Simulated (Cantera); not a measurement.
## Thermodynamics of boron, boron nitride and boron oxide, feed B + N2 + H2

Feed: 1 mol B, 29 mol N2, 32 mol H2.

These are equilibrium values from Cantera (NASA tables, ideal gas, pure condensed phases), not measurements of a reactor. Candidate condensed phases: B, BN; 15 gas species. N2 is the only nitrogen source here; it is nearly inert below about 1500 K, so the nitride shown seldom forms there in practice. The numbers say what is thermodynamically allowed, not how fast it happens.

**Question.** Map the stable condensed phases over T = 1077, 1177, 1277, 1377, 1477, 1577, 1677, 1777, 1877, 1977, 2077 °C and P in Pa = 10, 37, 140, 520, 1900, 7200, 27000, 100000.

**Answer.** 
```
T in °C \ P in Pa
             10     37    140    520   1900   7200  27000 100000
   2077       A      A      A      B      B      C      C      C
   1977       A      A      B      B      C      C      C      C
   1877       B      B      B      C      C      C      C      C
   1777       B      B      C      C      C      C      C      C
   1677       B      C      C      C      C      C      C      C
   1577       C      C      C      C      C      C      C      C
   1477       C      C      C      C      C      C      C      C
   1377       C      C      C      C      C      C      C      C
   1277       C      C      C      C      C      C      C      C
   1177       C      C      C      C      C      C      C      C
   1077       C      C      C      C      C      C      C      C
```
A: gas only; B: B; C: BN.
